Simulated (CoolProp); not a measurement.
Values from CoolProp's reference Helmholtz-energy equation of state, Tillner-Roth 1994.

Problem. For R134a, give the phase and the Z, cv (kJ/(kg K)), isothermal compressibility (1/MPa), expansivity (1/kK) at 411.9 K and 10.1 MPa.

Solution. 
- 411.9 K and 10.1 MPa: supercritical; Z 0.414, cv 1.07, isothermal compressibility 0.0617, expansivity 9.93
